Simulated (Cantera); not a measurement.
A closed system holds: 1 mol SiH4, 0.12 mol Cl2, 600 mol H2, equilibrated at 133 Pa.

Method: chemical equilibrium by Gibbs-energy minimisation in Cantera with the NASA 1993 tables (ideal gas, pure condensed phases). Candidate condensed phases: Si; 19 gas species. Gases not in the tables: Si2H6 and higher silanes. Equilibrium is a limit: real reactors are often held back by kinetics, nucleation or transport.

Task: Which condensed phases are stable at each of these points (T (°C)): 950, 1000, 1050, 1100, 1150, 1200, 1250, 1300, 1350, 1400, 1450?

Result: 
```csv
T (°C),condensed phases,Si condensed (%)
950,Si(s),100.0
1000,Si(s),100.0
1050,Si(s),100.0
1100,Si(s),99.9
1150,Si(s),99.9
1200,Si(s),99.6
1250,Si(s),98.9
1300,Si(s),97.0
1350,Si(s),91.9
1400,Si(s),79.0
1450,Si(l),51.4
```

From 950 °C to 1400 °C the condensed part is Si(s). At 1450 °C the condensed part is Si(l).
